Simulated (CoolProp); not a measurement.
Saturated liquid density (kg/m³) of R141b: the reference equation beside estimates from Tc = 477.5 K, pc = 4212 kPa, ω = 0.220. Rackett uses Z = 0.29056 − 0.08775 ω.

Computed with CoolProp (reference Helmholtz-energy equation of state, Lemmon 2006). It is a short technical equation, of lower accuracy than the large ones.

| T (K) | reference | Rackett | van der Waals | Redlich-Kwong | Soave-Redlich-Kwong | Peng-Robinson |
|---|---|---|---|---|---|---|
| 371.9 | 1076 | 1067 | 655.3 | ? | ? | 1100 |
| 375.6 | 1066 | 1058 | 649.6 | 921.8 | 959.6 | 1089 |
| 379.3 | 1057 | 1049 | ? | 911.3 | ? | 1077 |
| 383.1 | 1048 | 1039 | 637.6 | 900.3 | 938.1 | 1065 |
| 386.8 | ? | 1030 | 631.5 | 889.3 | ? | 1052 |
| 390.6 | 1028 | 1020 | ? | 877.8 | 915.6 | 1039 |
| 394.3 | 1018 | 1009 | 618.8 | 866.4 | 904.0 | 1026 |
| 398 | 1007 | 999.2 | 612.3 | 854.6 | 892.0 | 1012 |
| 401.8 | 996.6 | 988.4 | 605.4 | 842.3 | 879.5 | 998.1 |
| 405.5 | 985.8 | 977.6 | 598.6 | 829.9 | 866.8 | 983.6 |
| 409.2 | 974.8 | 966.6 | 591.5 | 817.3 | 853.8 | 968.7 |
| 413 | 963.1 | 954.9 | 584.1 | 803.9 | 840.0 | 952.8 |
| 416.7 | 951.3 | 943.2 | 576.6 | 790.5 | 826.1 | ? |

Q: Fill in the missing entries.

A: 
- 371.9, Redlich-Kwong: 932.1
- 371.9, Soave-Redlich-Kwong: 969.8
- 379.3, van der Waals: 643.7
- 379.3, Soave-Redlich-Kwong: 949.1
- 386.8, reference: 1038
- 386.8, Soave-Redlich-Kwong: 927.2
- 390.6, van der Waals: 625.2
- 416.7, Peng-Robinson: 936.8

Absolute difference from the reference over all 13 rows, mean and median: Rackett 0.8 and 0.8 %, van der Waals 39.2 and 39.2 %, Redlich-Kwong 15.0 and 14.9 %, Soave-Redlich-Kwong 11.3 and 11.2 %, Peng-Robinson 1.2 and 1.1 %.
